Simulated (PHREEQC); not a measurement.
Consider water at 25 °C with 2.7 mol/kgw H2SO4 and 5e-05 mol/kgw H4SiO4. Closed to the air; pH follows from the charge balance.

All values are PHREEQC results (Pitzer model, pitzer.dat), not measurements.

No solid was allowed to form.

What pH, activity of water, osmotic coefficient does the model give?

pH -0.98; activity of water 0.871; osmotic coefficient 1.267.

In which forms is S present?

HSO4- 76 %, SO4-2 24 % of the S.

In brines, pH and single-ion activities rest on the MacInnes convention.
